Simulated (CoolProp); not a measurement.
The numbers come from the reference Helmholtz-energy equation of state, Zhou 2011 in CoolProp.

**Question.** For dimethyl carbonate, give the phase and the density (kg/m³), isothermal compressibility (1/MPa) at 326.85 °C and 3270 kPa; 326.85 °C and 11500 kPa; 326.85 °C and 21300 kPa.

**Answer.** 
- 326.85 °C and 3270 kPa: gas; density 73.9, isothermal compressibility 0.395
- 326.85 °C and 11500 kPa: supercritical; density 522, isothermal compressibility 0.0501
- 326.85 °C and 21300 kPa: supercritical; density 653, isothermal compressibility 0.0118
